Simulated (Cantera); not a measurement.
A perfectly stirred reactor is fed with C2H6 : N2 = 1 : 1.4 (molar parts), at 44.3 Torr; it is held at 1950 K, and followed from long to short residence time.

Detailed kinetics in Cantera: GRI-Mech 3.0 (53 species, 325 reactions). GRI-Mech 3.0 stops at C3 and has no aromatics, soot or wall deposition, so with more carbon than oxygen in the feed, carbon stays in small species such as C2H2 where larger ones or solid carbon would form.

x: mole fraction; the columns are a selection and need not sum to one.

```tsv
τ (s)	x C2H6	x CH4	x CH3	x C2H4	x CH2	x H2
5.5	8.25e-7	0.00216	0.000300	5.88e-5	2.51e-6	0.450
2.2	2.08e-6	0.00345	0.000477	6.67e-5	3.85e-6	0.448
0.92	5.01e-6	0.00539	0.000743	8.50e-5	5.73e-6	0.446
0.38	[?]	[?]	[?]	[?]	[?]	0.442
0.15	3.10e-5	0.0133	0.00188	0.000243	1.27e-5	0.437
0.063	7.36e-5	0.0201	0.00294	0.000490	1.82e-5	0.429
0.026	0.000176	0.0297	0.00463	0.00105	2.61e-5	0.417
0.011	[?]	[?]	[?]	[?]	[?]	0.401
0.0043	0.00102	0.0599	0.0116	0.00494	5.21e-5	0.376
```

### Question
Some entries are withheld; supply them.

### Answer

- 0.38, x C2H6: 1.22e-5
- 0.38, x CH4: 0.00844
- 0.38, x CH3: 0.00117
- 0.38, x C2H4: 0.000130
- 0.38, x CH2: 8.49e-6
- 0.011, x C2H6: 0.000409
- 0.011, x CH4: 0.0423
- 0.011, x CH3: 0.00719
- 0.011, x C2H4: 0.00222
- 0.011, x CH2: 3.65e-5
